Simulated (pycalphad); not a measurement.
# Effect of Si content in Mg-Y-Si

Computed with pycalphad from the COST 507 light-alloy database (1999), at 1 atm. The data set is of 1999 and partly superseded. Not assessed as a whole: an extrapolation from subsystems, which can miss ternary compounds. Amounts are mole fractions of atoms.

| alloy | liquidus (°C) | first solid | solidus (°C) | phases at 297 °C |
|---|---|---|---|---|
| Mg-7.502Y-0.3167Si (wt.%) | 766 | SIY | 607 | hcp 0.95, MG24Y5 0.05, SI3Y5 0.01 |
| Mg-7.5Y-0.4695Si (wt.%) | 796 | SIY | 610 | hcp 0.96, MG24Y5 0.03, SI3Y5 0.01 |
| Mg-7.495Y-0.9493Si (wt.%) | ? | SIY | ? | ? |
| Mg-7.492Y-1.265Si (wt.%) | 878 | SIY | 622 | hcp 0.97, SI3Y5 0.02, SI4Y5 0.01 |

Task: Fill in the missing entries.

Result: 
- Mg-7.495Y-0.9493Si (wt.%), liquidus (°C): 853
- Mg-7.495Y-0.9493Si (wt.%), solidus (°C): 616
- Mg-7.495Y-0.9493Si (wt.%), phases at 297 °C: hcp 0.98, SI3Y5 0.02

Database names, with the compositions (at.%) that they take in these runs: SIY: Y 50 Si 50; SI4Y5: Y 56 Si 44; SI3Y5: Y 62 Si 37; MG24Y5: Mg 84 Y 15.
